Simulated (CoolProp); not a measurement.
Aqueous propylene glycol as a coolant, 16 % by mass, freezing at -5.3 °C, 1 atm.

The numbers come from the Melinder's fits for secondary coolants in CoolProp.

```tsv
T (°C)	viscosity (mPa s)	cp (kJ/(kg K))	Prandtl number	density (kg/m³)
-0.4	3.63	3.984	29.7	1016
3.8	3.07	3.991	24.9	1015
7.9	2.63	3.997	21.1	1014
12.1	2.27	4.004	18.1	1013
16.2	1.98	4.011	15.6	1012
20.4	1.74	4.019	13.6	1011
24.5	1.54	4.026	12.0	1010
28.7	1.37	4.033	10.6	1008
32.8	1.24	4.041	9.50	1007
37	1.12	4.049	8.52	1005
```
